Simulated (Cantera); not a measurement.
A Cantera script and what it prints.

```python
import numpy as np
import cantera as ct

gas_names = """
    AL ALCL ALCL2 ALCL3 ALH ALN AL2 AL2CL6 CL CL2 H HCL H2 N NH NH2 NH3 N2 N2H2 N2H4
""".split()
cond_names = """
    AL(cr) AL(L) ALCL3(s) ALCL3(L) ALN(s) NH4CL(a) NH4CL(b)
""".split()


def load(file, names, dense=False):
    # The tables refer to 1 bar. Condensed volumes are neglected.
    table = {s.name: s for s in ct.Species.list_from_file(file)}
    out = []
    for n in names:
        d = dict(table[n].input_data)
        d["thermo"] = dict(d["thermo"], **{"reference-pressure": 1e5})
        if dense:
            d["equation-of-state"] = {"model": "constant-volume", "density": "1e6 g/cm^3"}
        out.append(ct.Species.from_dict(d))
    return out


gas = ct.Solution(thermo="ideal-gas", species=load("nasa_gas.yaml", gas_names))
cond = {s.name: ct.Solution(thermo="fixed-stoichiometry", species=[s], name=s.name)
        for s in load("nasa_condensed.yaml", cond_names, dense=True)}
atoms = {
    'AlN': {'AL': 1, 'N': 1},
    'Cl2': {'CL': 2},
    'H2': {'H': 2},
}
top_T = {'ALN(s)': 2750}  # K; cautious upper limits of use, not melting points


def equilibrate(T, P, feed):
    n = {}
    for name, mol in feed.items():
        for a, k in atoms[name].items():
            n[a] = n.get(a, 0.0) + k * mol
    gas.TPX = T, P, n
    mass = sum(n.values()) * gas.mean_molecular_weight
    gas.equilibrate("TP")
    valid = [c for c in cond.values() if c.min_temp <= T <= top_T.get(c.name, c.max_temp)]
    mix = ct.Mixture([(gas, mass / gas.mean_molecular_weight)] + [(c, 0.0) for c in valid])
    mix.T, mix.P = T, P
    mix.equilibrate("TP", solver="vcs", rtol=1e-11, max_steps=5000)
    return mix


results = []
feed = {'AlN': 1, 'Cl2': 1.5, 'H2': 0.055}  # mol
P = 190000  # Pa
for T in [923, 973, 1023, 1073, 1123, 1173, 1223, 1273, 1323, 1373, 1423, 1473, 1523]:
    mix = equilibrate(T, P, feed)
    results.append((T, P, feed, dict(zip(mix.species_names, mix.species_moles))))

top = {s: max(r[3][s] / sum(r[3][g] for g in gas_names) for r in results) for s in gas_names}
cols = sorted((s for s in top if top[s] > 0.0001), key=lambda s: -top[s])[:6]
seen = [c for c in cond_names if any(r[3].get(c, 0) > 1e-12 for r in results)]
print("log10 of partial pressures in bar; condensed amounts in mol")
print(f"{'T/K':>10s}" + "".join(f"{s[:9]:>10s}" for s in cols + seen))
for T, P, feed, n in results:
    ng = sum(n[g] for g in gas_names)
    print(f"{T:10.4g}" + "".join(f"{np.log10(max(n[s] / ng * P / 1e5, 1e-99)):10.3f}" for s in cols)
          + "".join(f"{n.get(c, 0):10.4g}" for c in seen))
```

It prints:

```
log10 of partial pressures in bar; condensed amounts in mol
       T/K     ALCL3        N2    AL2CL6       HCL        H2     ALCL2    ALN(s)
       923    -0.061    -0.171    -0.620    -1.094    -1.451    -6.824    0.0195
       973    -0.001    -0.191    -0.837    -1.106    -1.479    -6.165   0.01986
      1023     0.034    -0.204    -1.070    -1.117    -1.495    -5.586   0.01996
      1073     0.053    -0.212    -1.303    -1.126    -1.501    -5.071   0.01989
      1123     0.063    -0.216    -1.528    -1.134    -1.502    -4.607   0.01973
      1173     0.069    -0.218    -1.740    -1.141    -1.499    -4.186   0.01953
      1223     0.073    -0.220    -1.936    -1.147    -1.496    -3.802   0.01931
      1273     0.075    -0.221    -2.119    -1.152    -1.492    -3.450   0.01906
      1323     0.076    -0.221    -2.287    -1.157    -1.488    -3.125   0.01876
      1373     0.076    -0.221    -2.443    -1.161    -1.484    -2.825   0.01837
      1423     0.077    -0.222    -2.588    -1.166    -1.480    -2.547   0.01781
      1473     0.076    -0.222    -2.723    -1.170    -1.477    -2.289   0.01696
      1523     0.075    -0.222    -2.850    -1.174    -1.474    -2.049   0.01562
```

These are equilibrium values from Cantera (NASA tables, ideal gas, pure condensed phases), not measurements of a reactor. The tables' values for AlCl2 are old estimates; treat these amounts as uncertain.
